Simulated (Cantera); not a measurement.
An isothermal, constant-pressure homogeneous reactor starts with 6.40 % H2, 4.93 % O2, 88.7 % N2, equivalence ratio 0.65, at 1025 K and 0.220 bar.

Detailed kinetics in Cantera: the H2/O2 subset of GRI-Mech 3.0, which has no nitrogen chemistry. The temperature is held fixed by assumption; the heat of reaction is taken as removed at once.

x: mole fraction; the columns are a selection and need not sum to one.

```json
[
 {"t (s)": "4.00e-5", "x H2": "0.0640", "x O2": "0.0493", "x H2O": "6.42e-12", "x O": "3.74e-12", "x HO2": "4.06e-11"},
 {"t (s)": "0.000105", "x H2": "0.0640", "x O2": "0.0493", "x H2O": "7.07e-11", "x O": "1.91e-11", "x HO2": "1.14e-10"},
 {"t (s)": "0.000276", "x H2": "0.0640", "x O2": "0.0493", "x H2O": "1.15e-9", "x O": "1.64e-10", "x HO2": "4.19e-10"},
 {"t (s)": "0.000726", "x H2": "0.0640", "x O2": "0.0493", "x H2O": "1.30e-7", "x O": "(withheld)", "x HO2": "1.69e-8"},
 {"t (s)": "0.00191", "x H2": "0.0472", "x O2": "0.0422", "x H2O": "0.0127", "x O": "(withheld)", "x HO2": "6.41e-6"},
 {"t (s)": "0.00502", "x H2": "0.00139", "x O2": "0.0185", "x H2O": "0.0640", "x O": "(withheld)", "x HO2": "3.80e-6"},
 {"t (s)": "0.0132", "x H2": "0.000184", "x O2": "0.0179", "x H2O": "0.0659", "x O": "(withheld)", "x HO2": "2.23e-6"},
 {"t (s)": "0.0346", "x H2": "3.09e-5", "x O2": "0.0178", "x H2O": "0.0661", "x O": "(withheld)", "x HO2": "7.60e-7"},
 {"t (s)": "0.0910", "x H2": "4.52e-6", "x O2": "0.0178", "x H2O": "0.0661", "x O": "(withheld)", "x HO2": "1.60e-7"},
 {"t (s)": "0.239", "x H2": "5.65e-7", "x O2": "0.0178", "x H2O": "0.0662", "x O": "(withheld)", "x HO2": "2.89e-8"},
 {"t (s)": "0.629", "x H2": "8.18e-8", "x O2": "0.0178", "x H2O": "0.0662", "x O": "(withheld)", "x HO2": "6.48e-9"},
 {"t (s)": "1.65", "x H2": "1.90e-8", "x O2": "0.0178", "x H2O": "0.0662", "x O": "(withheld)", "x HO2": "1.92e-9"},
 {"t (s)": "4.34", "x H2": "5.93e-9", "x O2": "0.0178", "x H2O": "0.0662", "x O": "(withheld)", "x HO2": "6.63e-10"},
 {"t (s)": "11.4", "x H2": "2.07e-9", "x O2": "0.0178", "x H2O": "0.0662", "x O": "(withheld)", "x HO2": "2.62e-10"},
 {"t (s)": "30.0", "x H2": "7.79e-10", "x O2": "0.0178", "x H2O": "0.0662", "x O": "4.85e-10", "x HO2": "1.35e-10"}
]
```

Task: Fill in the missing entries.

Result: 
- 0.000726, x O: 1.50e-8
- 0.00191, x O: 0.00113
- 0.00502, x O: 0.000335
- 0.0132, x O: 2.85e-5
- 0.0346, x O: 3.87e-6
- 0.0910, x O: 6.35e-7
- 0.239, x O: 1.27e-7
- 0.629, x O: 3.24e-8
- 1.65, x O: 1.01e-8
- 4.34, x O: 3.48e-9
- 11.4, x O: 1.27e-9
